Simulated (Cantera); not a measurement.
Stirred combustor or abatement burner

A perfectly stirred reactor is fed with CH3OH : O2 : N2 = 1 : 0.938 : 5.91 (molar parts), at 760 Torr; it is adiabatic with a 698 K inlet, and is followed from long to short residence time, starting on the burning branch (τ in s: 0.49, 0.23, 0.1, 0.048, 0.022, 0.01, 0.0047, 0.0021, 0.00099, 0.00045, 0.00021, 9.6e-05, 4.4e-05).

Cantera simulation using GRI-Mech 3.0 (53 species, 325 reactions); the numbers are that mechanism's predictions, not measurements. GRI-Mech 3.0 was tuned for natural gas; its chemistry of methanol as a main component is partial and can be far from experiment.

```tsv
τ (s)	T (K)	x CH3OH	x O2	x HCN	x C2H2	x CH4	x CO	x CH2CO
0.49	1843	7.78e-7	2.24e-5	1.87e-7	7.25e-9	2.47e-6	0.0663	3.93e-9
0.23	1840	1.19e-6	3.56e-5	3.68e-7	1.16e-8	2.93e-6	0.0662	5.74e-9
0.10	1835	1.94e-6	6.06e-5	8.14e-7	2.30e-8	3.86e-6	0.0661	9.03e-9
0.048	1829	3.04e-6	9.79e-5	1.62e-6	4.74e-8	5.24e-6	0.0660	1.37e-8
0.022	1822	5.03e-6	0.000165	3.17e-6	1.13e-7	7.74e-6	0.0658	2.17e-8
0.010	1812	8.72e-6	0.000282	5.74e-6	2.94e-7	1.23e-5	0.0657	3.58e-8
0.0047	1802	1.55e-5	0.000480	9.26e-6	7.73e-7	2.07e-5	0.0658	6.22e-8
0.0021	1790	3.03e-5	0.000876	1.38e-5	2.21e-6	3.87e-5	0.0662	1.26e-7
0.00099	1776	6.07e-5	0.00162	1.73e-5	5.66e-6	7.38e-5	0.0674	2.80e-7
0.00045	1751	0.000139	0.00341	1.70e-5	1.31e-5	0.000155	0.0703	7.81e-7
0.00021	1684	0.000434	0.00910	8.94e-6	2.22e-5	0.000394	0.0781	3.14e-6
9.6e-5	698	0.127	0.120	<1e-12	<1e-12	<1e-12	<1e-12	<1e-12
4.4e-5	698	0.127	0.120	<1e-12	<1e-12	<1e-12	<1e-12	<1e-12
```
x: mole fraction; the columns are a selection and need not sum to one.
